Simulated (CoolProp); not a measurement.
Decamethyltetrasiloxane (MD2M) at 298.15 K and 6.93 MPa is throttled through a valve to 1.67 MPa with no heat exchange. Each further row changes one setting.

The numbers come from the reference Helmholtz-energy equation of state, Thol 2017 in CoolProp.

```
case                       temperature change (K)  final density (kg/m³)
-------------------------  ----------------------  ---------------------
as stated                                     ___                    ___
outlet pressure 0.501 MPa                     ___                    ___
outlet pressure 2.17 MPa                      ___                    ___
```

Problem. Fill in the missing entries.

Solution. 
- as stated, temperature change (K): +2.4
- as stated, final density (kg/m³): 849
- outlet pressure 0.501 MPa, temperature change (K): +2.9
- outlet pressure 0.501 MPa, final density (kg/m³): 846
- outlet pressure 2.17 MPa, temperature change (K): +2.1
- outlet pressure 2.17 MPa, final density (kg/m³): 850
